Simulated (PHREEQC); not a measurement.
## Hard or scaling water: an equilibrium model

Dissolve 0.15 mmol/kgw CaSO4 and 0.11 mmol/kgw CO2 at 25 °C. Closed to the air; pH follows from the charge balance.

All values are PHREEQC results (ion-association model, phreeqc.dat), not measurements.

This is a speciation only: nothing precipitates in the calculation.

**Question.** Predict the pH.

**Answer.** pH 5.17.

**Question.** In which forms is S present?

**Answer.** SO4-2 98 %, CaSO4 2.1 % of the S.
